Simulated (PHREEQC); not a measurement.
**Buffer (model solution)**

Consider water at 20 °C with 0.043 mol KHCO3, 0.052 mol Na2SO4 and 0.046 mol NaCl per kg of water. Closed to the air; pH follows from the charge balance.

All values are PHREEQC results (ion-association model, wateq4f.dat), not measurements.

Precipitation was switched off in this run.

Predict the pH.

pH 8.01.

In which forms is Na present?

Na+ 93 %, NaSO4- 5.3 %, NaHCO3 1.1 % of the Na.

Species that the database lacks are ignored.
